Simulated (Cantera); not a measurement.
Input: 1 mol HI, 0.3 mol H2, 0.54 mol O2, held at 1.00 bar.

Cantera equilibrium calculation (NASA polynomials, part measured and part estimated; ideal gas, pure solids and liquids). Candidate condensed phases: H2O, I2; 12 gas species. Equilibrium is a limit: real reactors are often held back by kinetics, nucleation or transport.

**Question.** At 2523 K, list the 5 most abundant gas species with their mole fractions, and the condensed phases.

**Answer.** I 0.498, H2O 0.380, O2 0.0713, OH 0.0231, HI 0.00996. Condensed: gas only.
